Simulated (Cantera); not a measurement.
**Ammonia decomposition in nitride growth gas**

A perfectly stirred reactor is fed with NH3 : N2 = 1 : 0.36 (molar parts), at 0.580 bar; it is held at 1575 K, and followed from long to short residence time.

Cantera simulation using the gas-phase N/H chemistry of the illustrative SiF4/NH3 mechanism in the Surface Chemkin manual (1991); the numbers are that mechanism's predictions, not measurements. Walls and surfaces, which speed up NH3 decomposition in real reactors, are not modelled.

```json
[
 {"τ (s)": "2.7", "x NH3": "0.606", "x N2H4": "9.97e-8", "x NH2": "6.64e-5", "x H2": "0.112", "x H": "5.25e-6", "x N2H2": "3.54e-7"},
 {"τ (s)": "0.96", "x NH3": "0.681", "x N2H4": "1.22e-7", "x NH2": "7.34e-5", "x H2": "0.0470", "x H": "2.18e-6", "x N2H2": "4.46e-7"},
 {"τ (s)": "0.34", "x NH3": "0.715", "x N2H4": "1.34e-7", "x NH2": "7.70e-5", "x H2": "0.0178", "x H": "8.30e-7", "x N2H2": "4.89e-7"},
 {"τ (s)": "0.12", "x NH3": "0.728", "x N2H4": "1.39e-7", "x NH2": "7.84e-5", "x H2": "0.00636", "x H": "3.04e-7", "x N2H2": "5.00e-7"},
 {"τ (s)": "0.041", "x NH3": "0.733", "x N2H4": "1.36e-7", "x NH2": "7.77e-5", "x H2": "0.00212", "x H": "1.07e-7", "x N2H2": "4.85e-7"},
 {"τ (s)": "0.014", "x NH3": "0.734", "x N2H4": "1.21e-7", "x NH2": "7.32e-5", "x H2": "0.000661", "x H": "3.82e-8", "x N2H2": "4.28e-7"},
 {"τ (s)": "0.0050", "x NH3": "0.735", "x N2H4": "8.49e-8", "x NH2": "6.13e-5", "x H2": "0.000184", "x H": "1.46e-8", "x N2H2": "2.97e-7"},
 {"τ (s)": "0.0018", "x NH3": "0.735", "x N2H4": "3.22e-8", "x NH2": "3.77e-5", "x H2": "3.89e-5", "x H": "6.09e-9", "x N2H2": "1.09e-7"}
]
```
x: mole fraction; the columns are a selection and need not sum to one.
